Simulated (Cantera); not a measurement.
Charge: 1 mol C2F6, 0.47 mol F2, 3.3 mol H2, at 1200 °C and 1.33 mbar.

Equilibrium computed with Cantera from the NASA thermochemical tables; the gas is ideal and each condensed phase is pure. Candidate condensed phases: C, C6H6, C7H8, C8H18; 95 gas species. The feed counts by its element totals alone. Gases not in the tables: C2F6 and larger saturated fluorocarbons. Equilibrium is a limit: real reactors are often held back by kinetics, nucleation or transport.

Base state: HF 0.987, CF4 0.0127, CF2 8.73e-5, F 5.95e-5 (mole fractions); condensed: C(graphite).

Problem. What changes in the equilibrium state with this change: F2 from 0.47 to 0.058 mol?

Solution. 
```tsv
species	before	after
HF	0.987	0.962
H2	1.67e-8	0.0380
H	4.48e-8	6.76e-5
CF4	0.0127	<1e-9
CF2	8.73e-5	<1e-9
F	5.95e-5	3.85e-8
C(graphite), mol	1.91	2.00
```
